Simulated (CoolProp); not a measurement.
A closed Brayton cycle with carbon dioxide: compressor inlet 317.15 K and 9.9 MPa, high pressure 34.1 MPa, turbine inlet 905 K, compressor efficiency 0.85, turbine efficiency 0.93, recuperator effectiveness 0.9 (on enthalpy, no pinch check). Each further row changes one setting.

Values from CoolProp's reference Helmholtz-energy equation of state, Span 1996.

| case | thermal efficiency (%) | net work (kJ/kg) | compressor to turbine work | compressor exit (K) | turbine exit (K) |
|---|---|---|---|---|---|
| as stated | 39.9 | 138 | 0.25 | 374.9 | 743.9 |
| turbine inlet 855 K | 38.5 | 127 | ? | 374.9 | 699.5 |
| compressor inlet 327.15 K | 38.4 | ? | 0.33 | ? | 743.9 |
| high pressure 29 MPa | 38.5 | ? | 0.23 | 366.5 | ? |
| recuperator effectiveness 0.5 | ? | 138 | 0.25 | 374.9 | 743.9 |

Problem. Complete the blanks.

Solution. 
- turbine inlet 855 K, compressor to turbine work: 0.26
- compressor inlet 327.15 K, net work (kJ/kg): 122
- compressor inlet 327.15 K, compressor exit (K): 416.8
- high pressure 29 MPa, net work (kJ/kg): 125
- high pressure 29 MPa, turbine exit (K): 764.2
- recuperator effectiveness 0.5, thermal efficiency (%): 26.5
